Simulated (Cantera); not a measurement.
Gas mixture: 77.1 % O₂, 22.9 % N₂O, at 0.0133 bar, frozen composition.

Cantera's kinetic-theory transport with the Lennard-Jones parameters of GRI-Mech 3.0, ideal gas; thermal conductivity in the multicomponent form. The composition is frozen, though it would react at the higher temperatures.

One state of this run: ρ (kg/m³) = 0.00398; cp (J/kg/K) = 1190; μ (µPa s) = 57.1; λ (mW/m/K) = 94.3; Pr = 0.721; D (cm²/s) H₂O = 270; D (cm²/s) N₂ = 204; D (cm²/s) CH₄ = 228. D: mixture-averaged diffusion coefficient of that species in the mixture.

Problem. Which value of T (K) does it belong to?
A) 1650
B) 1150
C) 1400
D) 900

Solution. C, 1400
